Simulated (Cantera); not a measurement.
# Thermodynamics of iron carbonyl, mercury and lead vapours, feed Hg + O₂ + N₂

Input: 1 mol Hg, 0.078 mol O₂, 14 mol N₂, held at 625 K and 5.33 Torr.

Method: chemical equilibrium by Gibbs-energy minimisation in Cantera with the NASA 1993 tables (ideal gas, pure condensed phases). Candidate condensed phases: Hg, HgO; 10 gas species. The numbers say what is thermodynamically allowed, not how fast it happens.

* **x(N₂)**: 0.929
* **x(Hg)**: 0.0663
* **x(O₂)**: 0.00517
* **gas amount**: 15.08 mol
* **log10 activity of Hg(l) (absent)**: -3.29
